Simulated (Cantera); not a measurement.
A freely propagating, adiabatic, planar premixed flame of H₂ : O₂ : N₂ = 1 : 0.385 : 1.45 (molar parts), unburnt at 425 K and 760 Torr; unity-Lewis-number transport, grid criteria slope 0.08 and curve 0.16, no radiation.

Detailed kinetics in Cantera: the H2/O2 subset of GRI-Mech 3.0, which has no nitrogen chemistry. Unity Lewis numbers drop preferential diffusion, which matters most where H2 and H carry the flame. Burning velocities carry a grid error of a few per cent, more on coarse grids.

x: mole fraction of selected species; z is measured from the peak of heat release.

| z (mm) | T (K) | u (m/s) | x H₂ | x O₂ | x HO₂ | x H | x OH | x H₂O₂ |
|---|---|---|---|---|---|---|---|---|
| -0.975 | 425 | 3.09 | 0.353 | 0.136 | <1e-8 | <1e-8 | <1e-8 | <1e-8 |
| -0.650 | 425 | 3.09 | 0.353 | 0.136 | … | <1e-8 | <1e-8 | <1e-8 |
| -0.488 | 425 | 3.09 | 0.353 | 0.136 | 4.63e-7 | <1e-8 | <1e-8 | 4.18e-8 |
| -0.325 | 426 | 3.10 | 0.353 | 0.136 | 4.50e-6 | <1e-8 | <1e-8 | 4.03e-7 |
| -0.163 | 476 | 3.45 | 0.347 | 0.133 | 0.000158 | 9.15e-6 | 1.18e-5 | 1.04e-5 |
| -0.0813 | 763 | 5.43 | 0.312 | 0.115 | 0.000232 | 0.00343 | 0.000535 | 1.64e-5 |
| 0 | 1236 | 8.53 | 0.202 | 0.0659 | 7.31e-5 | 0.0402 | 0.00272 | 3.78e-6 |
| 0.0813 | 1535 | 10.4 | 0.109 | 0.0241 | 2.24e-5 | 0.0746 | 0.00779 | 2.30e-6 |
| 0.163 | 1685 | 11.3 | 0.0894 | 0.0124 | 1.03e-5 | 0.0732 | 0.0108 | 1.50e-6 |
| 0.325 | 1842 | 12.2 | 0.0892 | 0.00834 | 6.11e-6 | 0.0584 | 0.0125 | 7.86e-7 |
| 0.650 | 1997 | 13.0 | 0.0912 | 0.00575 | 3.79e-6 | 0.0427 | 0.0127 | 4.02e-7 |
| 1.30 | 2136 | 13.8 | 0.0920 | 0.00350 | 2.19e-6 | 0.0295 | 0.0115 | 2.20e-7 |
| 2.60 | 2249 | 14.4 | 0.0922 | … | … | … | … | … |

Q: Fill in the missing entries.

A: 
- -0.650, x HO₂: 5.63e-8
- 2.60, x O₂: 0.00183
- 2.60, x HO₂: 1.15e-6
- 2.60, x H: 0.0193
- 2.60, x OH: 0.00921
- 2.60, x H₂O₂: 1.29e-7
